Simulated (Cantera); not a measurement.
Cantera run:

```python
import numpy as np
import cantera as ct

gas_names = """
    H HO2 H2 H2O H2O2 O OH O2 O3 Pb PbO Pb2
""".split()
cond_names = """
    H2O(s) H2O(L) Pb(cr) Pb(L) PbO(rd) PbO(yw) PbO(L) PbO2(s) Pb3O4(s)
""".split()


# ... load() reads the species with a 1 bar reference pressure and builds the phases ...
atoms = {
    'PbO': {'Pb': 1, 'O': 1},
    'O2': {'O': 2},
    'H2': {'H': 2},
}
top_T = {'Pb3O4(s)': 820}  # K; cautious upper limits of use, not melting points


# ... equilibrate(T, P, feed) seeds the gas with the atoms and calls Mixture.equilibrate('TP', solver="vcs", rtol=1e-11, max_steps=5000) ...
results = []
feed = {'PbO': 1, 'O2': 0.013, 'H2': 0.32}  # mol
P = 24000  # Pa
for T in [450, 550, 650, 750, 850, 950, 1050, 1150, 1250, 1350, 1450]:
    mix = equilibrate(T, P, feed)
    results.append((T, P, feed, dict(zip(mix.species_names, mix.species_moles))))

top = {s: max(r[3][s] / sum(r[3][g] for g in gas_names) for r in results) for s in gas_names}
cols = sorted((s for s in top if top[s] > 0.0001), key=lambda s: -top[s])[:6]
seen = [c for c in cond_names if any(r[3].get(c, 0) > 1e-12 for r in results)]
print("log10 of partial pressures in bar; condensed amounts in mol")
print(f"{'T/K':>10s}" + "".join(f"{s[:9]:>10s}" for s in cols + seen))
for T, P, feed, n in results:
    ng = sum(n[g] for g in gas_names)
    print(f"{T:10.4g}" + "".join(f"{np.log10(max(n[s] / ng * P / 1e5, 1e-99)):10.3f}" for s in cols)
          + "".join(f"{n.get(c, 0):10.4g}" for c in seen))
```

Output:

```
log10 of partial pressures in bar; condensed amounts in mol
       T/K       H2O        Pb       PbO        H2    Pb(cr)     Pb(L)   PbO(rd)   PbO(yw)    PbO(L)
       450    -0.620   -16.907   -24.611    -6.117     0.294         0     0.706         0         0
       550    -0.620   -12.816   -18.564    -5.572     0.294         0     0.706         0         0
       650    -0.620   -10.029   -14.406    -5.199         0     0.294     0.706         0         0
       750    -0.620    -8.023   -11.378    -4.934         0     0.294     0.706         0         0
       850    -0.620    -6.497    -9.080    -4.716         0     0.294         0     0.706         0
       950    -0.620    -5.298    -7.278    -4.533         0     0.294         0     0.706         0
      1050    -0.620    -4.332    -5.830    -4.376         0    0.2939         0    0.7061         0
      1150    -0.620    -3.538    -4.643    -4.239         0    0.2935         0     0.706         0
      1250    -0.623    -2.874    -3.738    -4.035         0    0.2921         0         0    0.7059
      1350    -0.631    -2.310    -2.984    -3.853         0    0.2871         0         0    0.7048
      1450    -0.657    -1.827    -2.341    -3.709         0    0.2721         0         0    0.6997
```

Cantera equilibrium calculation (NASA polynomials, part measured and part estimated; ideal gas, pure solids and liquids). Each liquid is taken as pure. Mutual solubility and eutectic melting of coexisting phases are not modelled. Gases not in the tables: (PbO)n polymers.
